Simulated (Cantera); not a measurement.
**Silicon carbide growth: CH₃SiH₃ + C₂H₂ + H₂ + HCl**

Feed: 1 mol CH₃SiH₃, 0.054 mol C₂H₂, a varied amount of H₂, 4.8 mol HCl, held at 775 °C and 10.0 mbar.

Cantera equilibrium calculation (NASA polynomials, part measured and part estimated; ideal gas, pure solids and liquids). Candidate condensed phases: C, C₆H₆, C₇H₈, C₈H₁₈, Si, SiC; 109 gas species. The feed counts by its element totals alone. The numbers say what is thermodynamically allowed, not how fast it happens.

| n(H₂) (mol) | log p H₂ | log p HCl | log p CH₄ | log p SiCl₄ | log p SiHCl₃ | log p SiCl₂ | log p SiCl₃ | log p SiH₂Cl₂ | n C(graphite) | n SiC(s) |
|---|---|---|---|---|---|---|---|---|---|---|
| 95 | -2.02 | -3.33 | -5.28 | -6.53 | -7.21 | -7.61 | -7.70 | -8.83 | 0.0578 | 0.996 |
| 150 | -2.01 | -3.52 | -5.26 | -7.28 | -7.77 | -7.98 | -8.26 | -9.20 | 0.0230 | 0.999 |
| 210 | -2.01 | -3.66 | -5.30 | -7.80 | -8.14 | -8.22 | -8.64 | -9.43 | 0 | 0.999 |
| 270 | -2.01 | -3.76 | -5.41 | -8.12 | -8.35 | -8.32 | -8.85 | -9.53 | 0 | 0.999 |
| 330 | -2.01 | -3.85 | -5.49 | -8.37 | -8.52 | -8.41 | -9.02 | -9.61 | 0 | 1.000 |
| 390 | -2.01 | -3.92 | -5.56 | -8.58 | -8.66 | -8.48 | -9.16 | -9.68 | 0 | 1.000 |
| 450 | -2.00 | -3.98 | -5.63 | -8.77 | -8.78 | -8.54 | -9.28 | -9.74 | 0 | 1.000 |
| 510 | -2.00 | -4.03 | -5.68 | -8.93 | -8.89 | -8.59 | -9.39 | -9.79 | 0 | 1.000 |
log p: log10 of the partial pressure in bar; n: condensed amount in mol.

From 95 mol H₂ to 150 mol H₂ the condensed part is C(graphite) + SiC(s). From 210 mol H₂ to 510 mol H₂ the condensed part is SiC(s). The main Si-bearing gas is SiCl₄ at 95 mol H₂ and SiCl₂ at 510 mol H₂.
